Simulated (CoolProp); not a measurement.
Vapour-liquid equilibrium of CHF3 (R23) (1) + propane (2) at -7.65 °C; x and y are mole fractions of (1).

Model: multi-fluid Helmholtz-energy mixture model, Penoncello 2003 and Lemmon 2009; pair parameters Bell 2016, in CoolProp.

| x | bubble pressure (bar) | y at the bubble point | dew pressure at overall composition x (bar) | liquid density (mol/L) |
|---|---|---|---|---|
| 0.05 | 6.747 | 0.434 | 3.936 | 12.31 |
| 0.2 | [?] | 0.701 | 4.715 | 12.57 |
| 0.35 | 15.92 | 0.764 | 5.852 | 12.82 |
| 0.5 | 17.46 | [?] | 7.672 | 13.09 |
| 0.65 | [?] | 0.822 | [?] | 13.45 |
| 0.8 | 19.57 | 0.865 | [?] | 14.06 |
| 0.95 | 20.23 | 0.952 | 20.23 | 15.10 |

**Question.** Complete the blanks.

**Answer.** 
- 0.2, bubble pressure (bar): 12.89
- 0.5, y at the bubble point: 0.794
- 0.65, bubble pressure (bar): 18.55
- 0.65, dew pressure at overall composition x (bar): 11.03
- 0.8, dew pressure at overall composition x (bar): 17.72

No azeotrope shows between x = 0.05 and 0.95.

Pair parameters are fitted to limited data, so mixtures are less certain than the pure fluids. With so large a gap from Raoult's law the liquid may split in two, which this calculation doesn't test in full.
